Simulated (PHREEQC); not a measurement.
A solution holds 0.0016 mol/kgw HBr, 0.0058 mol/kgw AlCl3 and 0.052 mol/kgw MgCl2, at 25 °C. Closed to the air; pH follows from the charge balance.

The numbers come from PHREEQC with the ion-association model, wateq4f.dat.

| quantity | before | after |
|---|---|---|
| pH | 2.89 | 3.79 |
| AlOH+2 (mol/kgw) | 1.87e-5 | 2.04e-5 |
| Al(OH)2+ (mol/kgw) | 4.74e-8 | 6.68e-7 |
| MgOH+ (mol/kgw) | 6.57e-11 | 7.92e-11 |
| SI of Gibbsite (Al(OH)3) | -2.56 | -0.44 |
| SI of Boehmite (AlOOH) | -3.04 | -0.92 |

Problem. Which change was made?
(A) diluted 100-fold with water
(B) diluted 10-fold with water
(C) MgCl2 from 0.052 to 0.0468 mol/kgw
(D) MgCl2 from 0.052 to 0.026 mol/kgw

Solution. B, diluted 10-fold with water

Precipitation was switched off in this run.
